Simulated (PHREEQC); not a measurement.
1 kg of water holding 0.012 mol/kgw KCl and 0.012 mol/kgw Na2SO4 is evaporated at 20 °C; the solids stay in contact with the brine. The system is closed to CO2. Only these solids could form: Arcanite, Glaserite, Halite, Mirabilite, Misenite, Sylvite, Thenardite.

All values are PHREEQC results (Pitzer model, pitzer.dat), not measurements.

```csv
water left (kg),ionic strength,water activity,Glaserite (mol),Mirabilite (mol),Cl in solution (mol/kgw),Na in solution (mol/kgw),S in solution (mol/kgw)
1,0.0480,0.999,0,0,0.0120,0.0240,0.0120
0.6755,0.0711,0.999,0,0,0.0178,0.0355,0.0178
0.5552,0.0865,0.998,0,0,0.0216,0.0432,0.0216
0.375,0.128,0.998,0,0,0.0320,0.0640,0.0320
0.3082,0.156,0.997,0,0,0.0389,0.0779,0.0389
0.2082,0.231,0.996,0,0,0.0576,0.115,0.0576
0.1407,0.341,0.994,0,0,0.0853,0.171,0.0853
0.1156,0.415,0.992,0,0,0.104,0.208,0.104
0.07809,0.615,0.989,0,0,0.154,0.307,0.154
0.06418,0.748,0.987,0,0,0.187,0.374,0.187
0.04335,1.11,0.981,0,0,0.277,0.554,0.277
0.03564,1.35,0.977,0,0,0.337,0.673,0.337
0.02407,1.99,0.967,0,0,0.498,0.997,0.498
0.01627,2.95,0.951,0,0,0.737,1.47,0.737
0.01337,3.59,0.941,0,0,0.897,1.79,0.897
0.00903,5.11,0.914,0.000315,0,1.33,2.62,1.26
0.007426,5.59,0.900,0.00108,0,1.62,3.09,1.32
0.004995,6.87,0.861,0.00223,9.76e-5,2.40,4.32,1.49
```

Glaserite from water left = 0.00903 kg; Mirabilite from water left = 0.004995 kg.
